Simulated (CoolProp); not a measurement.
Aqueous potassium acetate as a coolant, at -5 °C, 1 atm.

Model: Melinder's fits for secondary coolants, in CoolProp.

```json
[
 {"mass %": "13.5", "freezing point (°C)": "-6.6", "viscosity (mPa s)": "2.95", "Prandtl number": "___", "conductivity (W/(m K))": "0.515", "cp (kJ/(kg K))": "3.679"},
 {"mass %": "16.4", "freezing point (°C)": "-8.4", "viscosity (mPa s)": "3.18", "Prandtl number": "22.5", "conductivity (W/(m K))": "0.507", "cp (kJ/(kg K))": "3.585"},
 {"mass %": "19.3", "freezing point (°C)": "-10.6", "viscosity (mPa s)": "3.45", "Prandtl number": "24.2", "conductivity (W/(m K))": "0.498", "cp (kJ/(kg K))": "3.496"},
 {"mass %": "22.2", "freezing point (°C)": "___", "viscosity (mPa s)": "3.77", "Prandtl number": "26.3", "conductivity (W/(m K))": "0.490", "cp (kJ/(kg K))": "3.408"},
 {"mass %": "25.1", "freezing point (°C)": "-16.3", "viscosity (mPa s)": "4.16", "Prandtl number": "28.7", "conductivity (W/(m K))": "0.482", "cp (kJ/(kg K))": "3.322"},
 {"mass %": "28", "freezing point (°C)": "-20.1", "viscosity (mPa s)": "___", "Prandtl number": "31.7", "conductivity (W/(m K))": "0.474", "cp (kJ/(kg K))": "3.237"},
 {"mass %": "30.9", "freezing point (°C)": "___", "viscosity (mPa s)": "5.22", "Prandtl number": "35.3", "conductivity (W/(m K))": "0.466", "cp (kJ/(kg K))": "3.153"},
 {"mass %": "33.8", "freezing point (°C)": "-29.7", "viscosity (mPa s)": "5.93", "Prandtl number": "39.7", "conductivity (W/(m K))": "___", "cp (kJ/(kg K))": "3.069"}
]
```

Problem. Some entries are withheld; supply them.

Solution. 
- 13.5, Prandtl number: 21.1
- 22.2, freezing point (°C): -13.2
- 28, viscosity (mPa s): 4.63
- 30.9, freezing point (°C): -24.5
- 33.8, conductivity (W/(m K)): 0.458
